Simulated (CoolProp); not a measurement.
Vapour-liquid equilibrium of R114 (1) + n-pentane (2) at 366.4 K; x and y are mole fractions of (1).

Model: multi-fluid Helmholtz-energy mixture model, Platzer 1990 and Thol 2019; pair parameters Bell 2016, in CoolProp. This equation is an older, rougher fit; its heat capacities, sound speeds and derivatives of the liquid may be far off and weren't checked against measurements.

```
x     bubble pressure, mixture model (MPa)  bubble pressure, Raoult's law (MPa)  y, mixture model  y, Raoult's law
----  ------------------------------------  -----------------------------------  ----------------  ---------------
0.05                            (withheld)                               0.5445             0.132            0.114
0.2                                 0.7211                               0.6539             0.392            0.378
0.35                            (withheld)                               0.7633        (withheld)            0.567
0.5                                 0.9601                               0.8727        (withheld)            0.709
0.65                                 1.056                               0.9821             0.767            0.819
0.8                             (withheld)                                1.091             0.862            0.907
0.95                                 1.215                                1.201             0.963            0.979
```

Complete the blanks.


- 0.05, bubble pressure, mixture model (MPa): 0.5663
- 0.35, bubble pressure, mixture model (MPa): 0.8504
- 0.35, y, mixture model: 0.551
- 0.5, y, mixture model: 0.668
- 0.8, bubble pressure, mixture model (MPa): 1.140

The largest gap from Raoult's law is +11.4 % in bubble pressure, at x = 0.35. No azeotrope shows between x = 0.05 and 0.95.

Pair parameters are fitted to limited data, so mixtures are less certain than the pure fluids.
